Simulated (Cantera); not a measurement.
An adiabatic, constant-pressure homogeneous reactor starts with CH₄ : C₂H₆ : O₂ : N₂ : H₂O = 1 : 0.073 : 2.05 : 7.71 : 1.6 (molar parts), equivalence ratio 1.1, at 1000 K and 1800000 Pa. Integrator tolerance rtol = 1e-08.

Cantera simulation using GRI-Mech 3.0 (53 species, 325 reactions); the numbers are that mechanism's predictions, not measurements. The pressure lies above the range GRI-Mech 3.0 was tuned for (to about 10 atm).

```
quantity                                                              before                                    after
---------------------------------  -----------------------------------------  ---------------------------------------
time of steepest temperature rise                                    15.2 ms                                  30.3 µs
temperature at 0.800 s                                                2490 K                                   2831 K
equilibrium temperature                                               2490 K                                   2831 K
x(CH₄) at 0.800 s                      <1e-12 (gas-phase equilibrium <1e-12)    <1e-12 (gas-phase equilibrium <1e-12)
x(C₂H₆) at 0.800 s                     <1e-12 (gas-phase equilibrium <1e-12)    <1e-12 (gas-phase equilibrium <1e-12)
x(O₂) at 0.800 s                   0.000697 (gas-phase equilibrium 0.000697)  0.00536 (gas-phase equilibrium 0.00536)
x(C₂H₂) at 0.800 s                     <1e-12 (gas-phase equilibrium <1e-12)    <1e-12 (gas-phase equilibrium <1e-12)
x(O) at 0.800 s                      8.63e-5 (gas-phase equilibrium 8.63e-5)  0.00106 (gas-phase equilibrium 0.00106)
x(HO₂) at 0.800 s                    6.68e-7 (gas-phase equilibrium 6.68e-7)  6.58e-6 (gas-phase equilibrium 6.58e-6)
```

Task: Which change was made?
A. initial temperature 1000 to 1575 K
B. initial temperature 1000 to 1798 K
C. initial temperature 1000 to 973 K
D. pressure from 1800000 Pa to 101000 Pa

Result: A, initial temperature 1000 to 1575 K
